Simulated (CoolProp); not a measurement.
The fluid at 298.15 K and 0.468 MPa flows at 0.062 m/s in a round tube of 2 mm bore and 45 µm roughness, fully developed (64/Re and Nu = 3.66 if laminar; Colebrook and Gnielinski if turbulent). The same conditions are run with several fluids, on thermodynamics alone (safety and materials aside).

Values from CoolProp's reference Helmholtz-energy equation of state of each fluid (ethylbenzene: Zhou 2012; n-nonane: Lemmon 2006; n-heptane: Span 2003; toluene: Lemmon 2006; R11: Jacobsen 1992).

```
fluid         Reynolds number  Darcy friction factor  pressure drop (Pa/m)  heat-transfer coefficient (W/(m² K))  mass flow (kg/h)
------------  ---------------  ---------------------  --------------------  ------------------------------------  ----------------
ethylbenzene              174                  0.367                   304                                   234             0.605
n-nonane                  135                  0.474                   326                                   232             0.501
n-heptane                 215                  0.297                   194                                   224             0.477
toluene                   193                  0.331                   275                                   239             0.605
R11                       421                  0.152                   216                                   159              1.04
```

Transport values come from each fluid's own correlations; those of ethylbenzene, R11 are estimates that may be off by 10 % or more.
